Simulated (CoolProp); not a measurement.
Computed with CoolProp (reference Helmholtz-energy equation of state, Thol 2012).

Question: Give the vapour pressure (bar), liquid density (kg/m³), vapour density (kg/m³), liquid cp (kJ/(kg K)) of saturated benzene at 197.35 °C.

Answer: 
```csv
T (°C),p (bar),liquid density (kg/m³),vapour density (kg/m³),liquid cp (kJ/(kg K))
197.35,13.8,662,34.9,2.41
```
